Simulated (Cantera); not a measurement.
**Ignition delay**

Mixture: CH₄ : H₂ : O₂ : N₂ = 1 : 0.072 : 1.2 : 4.5 (molar parts), equivalence ratio 1.7, at 1430 Torr, adiabatic and at constant volume. Ignition delay is the time to a rise of 400 K.

Computed with Cantera and GRI-Mech 3.0 (53 species, 325 reactions).

```
T0 (K)  delay (ms)
------  ----------
1125          34.0
1225          11.1
1325          3.65
1425          1.26
1525         0.471
1625         0.196
1725        0.0912
```

```
Quantity                                                 Value
--------------------------------------------------  ----------
apparent activation energy between 1525 and 1725 K  180 kJ/mol
```
